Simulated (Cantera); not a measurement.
A closed system holds: 1 mol Ta, 0.35 mol O2, 7.8 mol H2, equilibrated at 1975 °C and 0.100 bar.

Equilibrium computed with Cantera from the NASA thermochemical tables; the gas is ideal and each condensed phase is pure. Mutual solubility and eutectic melting of coexisting phases are not modelled. Condensed phases not in the tables: N, O or C dissolved in the metal. Rates play no part.

| species | before | after |
|---|---|---|
| H2 | 0.973 | 0.979 |
| H | 0.0229 | 0.0174 |
| H2O | 0.00410 | 0.00358 |
| TaO2 | 0.000374 | 0.000198 |
| TaO | 8.00e-5 | 4.12e-5 |
| OH | 1.45e-5 | 8.87e-6 |
| Ta(s), mol | 0.732 | 0.731 |
| Ta2O5(l), mol | 0.132 | 0.134 |
Gas species are given as mole fractions.

Q: Which change was made?
A) temperature from 1975 °C to 1925 °C
B) temperature from 1975 °C to 1025 °C
C) temperature from 1975 °C to 927 °C
D) temperature from 1975 °C to 1425 °C

A: A, temperature from 1975 °C to 1925 °C
